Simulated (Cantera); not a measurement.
A Cantera script and what it prints.

```python
import numpy as np
import cantera as ct

gas_names = [...]  # 123 gases of nasa_gas.yaml made of C, H, O, Si
cond_names = """
    C(gr) C6H6(L) C7H8(L) C8H18(L),n-octa H2O(s) H2O(L) Si(cr) Si(L) SiC(b) SiO2(Lqz) SiO2(hqz) SiO2(L)
""".split()


# ... load() reads the species with a 1 bar reference pressure and builds the phases ...
atoms = {
    'SiC': {'Si': 1, 'C': 1},
    'O2': {'O': 2},
    'H2': {'H': 2},
}
top_T = {'C(gr)': 4500, 'SiC(b)': 3050}  # K; cautious upper limits of use, not melting points


# ... equilibrate(T, P, feed) seeds the gas with the atoms and calls Mixture.equilibrate('TP', solver="vcs", rtol=1e-11, max_steps=5000) ...
results = []
feed = {'SiC': 1, 'O2': 0.47, 'H2': 330}  # mol
P = 350  # Pa
for T in [1023, 1123, 1223, 1323, 1423, 1523, 1623, 1723]:
    mix = equilibrate(T, P, feed)
    results.append((T, P, feed, dict(zip(mix.species_names, mix.species_moles))))
    x = sorted(zip(gas.X, gas.species_names), reverse=True)
    print(f"T = {T:g} K  P = {P:g} Pa  gas = {mix.phase_moles(0):.4g} mol")
    print("   x: " + "  ".join(f"{s} {v:.3e}" for v, s in x if v > 1e-06))
    print("   condensed (mol): " + ("  ".join(f"{mix.phase(i).name} {mix.phase_moles(i):.4g}"
          for i in range(1, mix.n_phases) if mix.phase_moles(i) > 1e-12) or "none"))
```

It prints:

```
T = 1023 K  P = 350 Pa  gas = 329.9 mol
   x: H2 9.997e-01  CH4 2.624e-04  CO 8.116e-05
   condensed (mol): C(gr) 0.3432  SiC(b) 0.5434  SiO2(hqz) 0.4566
T = 1123 K  P = 350 Pa  gas = 330.3 mol
   x: H2 9.990e-01  CO 9.076e-04  CH4 6.168e-05
   condensed (mol): SiC(b) 0.6798  SiO2(hqz) 0.32
T = 1223 K  P = 350 Pa  gas = 330.3 mol
   x: H2 9.990e-01  CO 9.582e-04  SiO 3.950e-05  H 5.080e-06  CH4 4.965e-06
   condensed (mol): SiC(b) 0.6818  SiO2(hqz) 0.3051
T = 1323 K  P = 350 Pa  gas = 330.9 mol
   x: H2 9.974e-01  CO 1.364e-03  SiO 1.252e-03  H 2.677e-05  H2O 1.151e-06
   condensed (mol): SiC(b) 0.5486  SiO2(hqz) 0.0371
T = 1423 K  P = 350 Pa  gas = 331 mol
   x: H2 9.970e-01  SiO 1.420e-03  CO 1.420e-03  H 1.121e-04
   condensed (mol): SiC(b) 0.53
T = 1523 K  P = 350 Pa  gas = 331 mol
   x: H2 9.968e-01  CO 1.420e-03  SiO 1.419e-03  H 3.900e-04
   condensed (mol): SiC(b) 0.5297
T = 1623 K  P = 350 Pa  gas = 331.1 mol
   x: H2 9.960e-01  CO 1.425e-03  SiO 1.414e-03  H 1.166e-03  Si 9.012e-06  SiH2 1.299e-06  SiH 1.068e-06
   condensed (mol): SiC(b) 0.528
T = 1723 K  P = 350 Pa  gas = 331.5 mol
   x: H2 9.940e-01  H 3.073e-03  CO 1.457e-03  SiO 1.379e-03  Si 6.863e-05  SiH 5.822e-06  SiH2 4.123e-06
   condensed (mol): SiC(b) 0.5165
```

These are equilibrium values from Cantera (NASA tables, ideal gas, pure condensed phases), not measurements of a reactor. Mutual solubility and eutectic melting of coexisting phases are not modelled. The tables hold silica as quartz up to 1696 K and as liquid above; real silica turns to tridymite and cristobalite and melts near 1996 K.
